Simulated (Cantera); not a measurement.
Stirred combustor or abatement burner

A perfectly stirred reactor is fed with 3.20 % CH4, 0.192 % H2, 12.2 % O2, 84.4 % N2, at 0.350 bar; it is adiabatic with a 800 K inlet, and is followed from long to short residence time, starting on the burning branch (τ in s: 0.12, 0.05, 0.02, 0.0084, 0.0035, 0.0014, 0.00059, 0.00024, 0.0001, 4.1e-05).

Detailed kinetics in Cantera: GRI-Mech 3.0 (53 species, 325 reactions).

```csv
τ (s),T (K),x CH4,x H2,x O2,x CH3,x HCO,x HO2,x NO2
0.12,1534,1.91e-5,0.000180,0.0576,2.17e-6,3.34e-8,2.18e-6,2.44e-9
0.050,1526,3.27e-5,0.000311,0.0577,3.38e-6,8.32e-8,3.34e-6,1.72e-9
0.020,1513,5.84e-5,0.000535,0.0579,5.44e-6,2.13e-7,4.97e-6,1.29e-9
0.0084,1493,0.000105,0.000860,0.0585,8.82e-6,5.08e-7,6.96e-6,1.03e-9
0.0035,1461,0.000206,0.00133,0.0597,1.55e-5,1.19e-6,9.70e-6,7.73e-10
0.0014,1409,0.000509,0.00205,0.0626,3.34e-5,2.87e-6,1.51e-5,4.89e-10
0.00059,800,0.0320,0.00192,0.122,<1e-12,<1e-12,<1e-12,<1e-12
0.00024,800,0.0320,0.00192,0.122,<1e-12,<1e-12,<1e-12,<1e-12
0.00010,800,0.0320,0.00192,0.122,<1e-12,<1e-12,<1e-12,<1e-12
4.1e-5,800,0.0320,0.00192,0.122,<1e-12,<1e-12,<1e-12,<1e-12
```
x: mole fraction; the columns are a selection and need not sum to one.
